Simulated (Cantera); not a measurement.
A closed system holds: 1 mol SiHCl3, 0.015 mol Cl2, 9.7 mol H2, 0.058 mol HCl, held at 1175 °C and 0.00440 bar.

Equilibrium computed with Cantera from the NASA thermochemical tables; the gas is ideal and each condensed phase is pure. Candidate condensed phases: Si; 19 gas species. The tables' values for SiCl3 are old estimates; treat these amounts as uncertain. Kinetics and transport are ignored.

Base state: H2 0.806, HCl 0.129, SiCl2 0.0631, SiCl3 0.00211, SiCl4 0.000259, SiHCl3 0.000139, H 0.000125, Cl 1.62e-5 (mole fractions); condensed: Si(s).

Question: What changes in the equilibrium state with this change: 0.35 mol HF added?

Answer: 
| species | before | after |
|---|---|---|
| H2 | 0.806 | 0.799 |
| HCl | 0.129 | 0.126 |
| SiCl2 | 0.0631 | 0.0613 |
| SiF3 | 0 | 0.00313 |
| SiF4 | 0 | 0.00309 |
| HF | 0 | 0.00210 |
| SiF2 | 0 | 0.00198 |
| SiHF3 | 0 | 0.000392 |
| SiH2F2 | 0 | 2.29e-5 |
| Si(s), mol | 0.228 | 0.128 |
The tables' values for SiF3, SiCl3, SiF2 are old estimates; treat these amounts as uncertain.
